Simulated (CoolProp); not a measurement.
Properties of nitrous oxide along the isobar 62.2 bar (Tc = 309.5 K, pc = 72.45 bar, ω = 0.161).

Values from CoolProp's reference Helmholtz-energy equation of state, Lemmon 2006. It is a short technical equation, of lower accuracy than the large ones.

```json
[
 {"T (K)": "211", "phase": "liquid", "density (kg/m³)": "1161", "Joule-Thomson coefficient (K/MPa)": "-0.2189", "isothermal compressibility (1/MPa)": "0.001599", "fugacity coefficient": "0.06692"},
 {"T (K)": "230.3", "phase": "liquid", "density (kg/m³)": "1099", "Joule-Thomson coefficient (K/MPa)": "-0.1504", "isothermal compressibility (1/MPa)": "0.002269", "fugacity coefficient": "0.1369"},
 {"T (K)": "249.5", "phase": "liquid", "density (kg/m³)": "1031", "Joule-Thomson coefficient (K/MPa)": "-0.03946", "isothermal compressibility (1/MPa)": "0.003438", "fugacity coefficient": "0.2417"},
 {"T (K)": "268.7", "phase": "liquid", "density (kg/m³)": "950.3", "Joule-Thomson coefficient (K/MPa)": "0.1588", "isothermal compressibility (1/MPa)": "0.005882", "fugacity coefficient": "0.3815"},
 {"T (K)": "287.9", "phase": "liquid", "density (kg/m³)": "845.4", "Joule-Thomson coefficient (K/MPa)": "0.6118", "isothermal compressibility (1/MPa)": "(withheld)", "fugacity coefficient": "0.5493"},
 {"T (K)": "307.1", "phase": "gas", "density (kg/m³)": "(withheld)", "Joule-Thomson coefficient (K/MPa)": "10.44", "isothermal compressibility (1/MPa)": "(withheld)", "fugacity coefficient": "0.7031"},
 {"T (K)": "326.4", "phase": "gas", "density (kg/m³)": "145.7", "Joule-Thomson coefficient (K/MPa)": "8.934", "isothermal compressibility (1/MPa)": "0.2551", "fugacity coefficient": "0.7600"},
 {"T (K)": "345.6", "phase": "gas", "density (kg/m³)": "124.7", "Joule-Thomson coefficient (K/MPa)": "(withheld)", "isothermal compressibility (1/MPa)": "0.2185", "fugacity coefficient": "0.8019"},
 {"T (K)": "364.8", "phase": "gas", "density (kg/m³)": "111.1", "Joule-Thomson coefficient (K/MPa)": "6.696", "isothermal compressibility (1/MPa)": "0.2012", "fugacity coefficient": "0.8348"},
 {"T (K)": "384", "phase": "gas", "density (kg/m³)": "101.2", "Joule-Thomson coefficient (K/MPa)": "5.894", "isothermal compressibility (1/MPa)": "0.1909", "fugacity coefficient": "0.8613"}
]
```

Task: What belongs in the gaps?

Result: 
- 287.9, isothermal compressibility (1/MPa): 0.01364
- 307.1, density (kg/m³): 193.0
- 307.1, isothermal compressibility (1/MPa): 0.4208
- 345.6, Joule-Thomson coefficient (K/MPa): 7.688
